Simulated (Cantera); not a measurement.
Feed: 1 mol Si3N4, 0.46 mol O2, 59 mol N2, at 29.0 Pa.

Cantera equilibrium calculation (NASA polynomials, part measured and part estimated; ideal gas, pure solids and liquids). Candidate condensed phases: Si, SiO2, Si2N2O, Si3N4; 16 gas species. Mutual solubility and eutectic melting of coexisting phases are not modelled. Rates play no part. All values below are at 1025 °C.

Base state: N2 1.000 (mole fractions); condensed: Si2N2O(s) + Si3N4(s).

Task: What changes in the equilibrium state with this change: Si3N4 replaced by BN?

Result: 
```json
[
 {"species": "N2", "before": "1.000", "after": "0.999"},
 {"species": "B2O3", "before": "0", "after": "0.000607"},
 {"species": "B2O2", "before": "0", "after": "1.27e-5"},
 {"species": "Si2N2O(s), mol", "before": "0.920", "after": "0"},
 {"species": "Si3N4(s), mol", "before": "0.387", "after": "0"},
 {"species": "BN(s), mol", "before": "0", "after": "0.386"},
 {"species": "B2O3(l), mol", "before": "0", "after": "0.270"}
]
```
Further candidate phases: B, BN, B2O3.
